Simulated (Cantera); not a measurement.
# Thermodynamics of oxide etching and cleaning by halides, feed SiO2 + F2 + O2 + BCl3

A closed system holds: 1 mol SiO2, a varied amount of F2, 13 mol O2, 2.4 mol BCl3, at 1525 K and 0.000790 bar.

Equilibrium computed with Cantera from the NASA thermochemical tables; the gas is ideal and each condensed phase is pure. Candidate condensed phases: B, B2O3, Si, SiO2; 45 gas species. The tables' values for BOCl are old estimates; treat these amounts as uncertain. The tables hold silica as quartz up to 1696 K and as liquid above; real silica turns to tridymite and cristobalite and melts near 1996 K. Rates play no part.

```
n(F2) (mol)   x O2   x Cl    x BOF    x BF3       x F    x SiF4   x Cl2  n SiO2(β-quartz)
-----------  -----  -----  -------  -------  --------  --------  ------  ----------------
1.1          0.562  0.311    0.105  7.80e-6   2.93e-7   7.90e-9  0.0160              1.00
1.3          0.561  0.309    0.111  0.00286   5.48e-6  0.000965  0.0158             0.980
1.5          0.561  0.307    0.107  0.00576   7.91e-6   0.00418  0.0156             0.911
1.7          0.561  0.304    0.104  0.00766   9.25e-6   0.00781  0.0154             0.832
2            0.560  0.301    0.100  0.00974   1.06e-5    0.0135  0.0150             0.706
2.4          0.560  0.296   0.0966   0.0117   1.19e-5    0.0212  0.0145             0.530
2.8          0.559  0.291   0.0932   0.0132   1.28e-5    0.0289  0.0141             0.349
3.3          0.558  0.286   0.0896   0.0146   1.37e-5    0.0383  0.0135             0.118
3.9          0.561  0.281   0.0725   0.0298   2.19e-5    0.0427  0.0131                 0
4.6          0.567  0.277   0.0420   0.0588   4.04e-5    0.0420  0.0127                 0
5.4          0.574  0.273  0.00831   0.0908  0.000113    0.0413  0.0124                 0
6.4          0.543  0.253  3.27e-8   0.0930    0.0570    0.0388  0.0106                 0
```
x: gas mole fraction; n: condensed amount in mol.

From 1.1 mol F2 to 3.3 mol F2 the condensed part is SiO2(β-quartz). From 3.9 mol F2 to 6.4 mol F2 nothing is condensed.
